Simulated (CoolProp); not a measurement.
Vapour-liquid equilibrium of dimethyl ether (1) + n-pentane (2) at 0.905 bar; x and y are mole fractions of (1).

Computed with CoolProp (multi-fluid Helmholtz-energy mixture model, Wu 2011 and Thol 2019; pair parameters Bell 2016).

Question: Give the bubble temperature and the first vapour's composition at x = 0.2, 0.5, 0.65. Is there an azeotrope?

Answer: x = 0.2: 279.1 K, y = 0.724; x = 0.5: 255.5 K, y = 0.947; x = 0.65: 251.3 K, y = 0.966. No azeotrope shows between x = 0.05 and 0.95.

Pair parameters are fitted to limited data, so mixtures are less certain than the pure fluids. The gap from Raoult's law changes sign with composition, which may be real or a fault of the pair parameters; it wasn't checked against measurements.
